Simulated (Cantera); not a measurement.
Charge: 1 mol MgCl2, 0.21 mol H2O, 42 mol H2, held at 1325 K and 0.540 bar.

Method: chemical equilibrium by Gibbs-energy minimisation in Cantera with the NASA 1993 tables (ideal gas, pure condensed phases). Candidate condensed phases: H2O, Mg, MgCl2, MgO, Mg(OH)2; 22 gas species. Rates play no part.

Base state: H2 0.972, MgCl2 0.0183, HCl 0.00971 (mole fractions); condensed: MgO(s).

What changes in the equilibrium state with this change: temperature from 1325 K to 973.15 K?


```tsv
species	before	after
H2	0.972	0.990
HCl	0.00971	0.00989
MgCl2	0.0183	0.000173
MgO(s), mol	0.210	0.210
MgCl2(s), mol	0	0.783
```
